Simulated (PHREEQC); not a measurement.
Solution (20 °C): 0.0021 mol/kgw HF, 0.00013 mol/kgw NH4HF2, 0.0023 mol/kgw (NH4)2SiF6 and 0.0072 mol/kgw HCl. Closed to the air; pH follows from the charge balance.

The numbers come from PHREEQC with the ion-association model, phreeqc.dat.

```csv
quantity,before,after
pH,2.19,2.20
ionic strength (mol/kgw),0.0140,0.0138
HF (mol/kgw),0.00305,0.00340
F- (mol/kgw),0.000393,0.000407
H4SiO4 (mol/kgw),0.000182,0.000244
HF2- (mol/kgw),4.42e-6,5.32e-6
SI of Chalcedony (SiO2),-0.13,-0.06
```

Task: Name the change that produced these shifts.
A. temperature from 20 to 25 °C
B. NH4HF2 replaced by NaBF4 at the same molality
C. diluted 100-fold with water
D. diluted 5-fold with water
E. NH4HF2 replaced by (NH4)2HPO4 at the same molality

Result: A, temperature from 20 to 25 °C

No solid was allowed to form. Some of these states are supersaturated (in Quartz (slow to form), for instance). SiF6-2 is the database's only silicon fluoride.
